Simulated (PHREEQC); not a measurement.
Consider water at 25 °C with 0.023 mol KH2PO4 and 0.019 mol Na2SO4 per kg of water. Closed to the air; pH follows from the charge balance.

The numbers come from PHREEQC with the ion-association model, phreeqc.dat.

No solid was allowed to form.

Task: What pH does the model give?

Result: pH 4.60.

Task: In which forms is K present?

Result: K+ 96 %, KSO4- 4.5 % of the K.

Species that the database lacks are ignored.
